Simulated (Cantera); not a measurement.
Charge: 1 mol Si, 3.2 mol HCl, 5.2 mol H₂, equilibrated at 952 °C and 0.100 bar.

Method: chemical equilibrium by Gibbs-energy minimisation in Cantera with the NASA 1993 tables (ideal gas, pure condensed phases). Candidate condensed phases: Si; 19 gas species. The tables' values for SiCl₃ are old estimates; treat these amounts as uncertain. Equilibrium is a limit: real reactors are often held back by kinetics, nucleation or transport.

Base state: H₂ 0.822, HCl 0.0782, SiCl₄ 0.0524, SiCl₂ 0.0181, SiHCl₃ 0.0172, SiCl₃ 0.0110, SiH₂Cl₂ 0.000752 (mole fractions); condensed: Si(s).

Problem. What changes in the equilibrium state with this change: Si replaced by SiCl₄?

Solution. 
```tsv
species	before	after
H₂	0.822	0.544
HCl	0.0782	0.350
SiCl₄	0.0524	0.0966
SiCl₂	0.0181	0.00110
SiHCl₃	0.0172	0.00468
SiCl₃	0.0110	0.00367
SiH₂Cl₂	0.000752	3.03e-5
Si(s), mol	0.224	0
```
